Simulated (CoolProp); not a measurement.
Vapour-liquid equilibrium of R1234yf (1) + R227EA (2) at 0.186 bar; x and y are mole fractions of (1).

Model: multi-fluid Helmholtz-energy mixture model, Lemmon 2022 and Lemmon 2016; pair parameters Bell 2016, in CoolProp.

### Question
Give the bubble temperature and the first vapour's composition at x = 0.35, 0.5, 0.65. Is there an azeotrope?

### Answer
x = 0.35: -55.0 °C, y = 0.532; x = 0.5: -56.9 °C, y = 0.679; x = 0.65: -58.6 °C, y = 0.798. No azeotrope shows between x = 0.05 and 0.95.

Pair parameters are fitted to limited data, so mixtures are less certain than the pure fluids.
